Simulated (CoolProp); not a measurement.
Computed with CoolProp (reference Helmholtz-energy equation of state, Thol 2016).

**Question.** Give the vapour pressure (bar), liquid density (kg/m³), vapour density (kg/m³) of saturated hexamethyldisiloxane (MM) at 287.2, 300.4 K.

**Answer.** 
```
T (K)  p (bar)  liquid density (kg/m³)  vapour density (kg/m³)
-----  -------  ----------------------  ----------------------
287.2   0.0312                     771                   0.213
300.4   0.0624                     757                   0.409
```
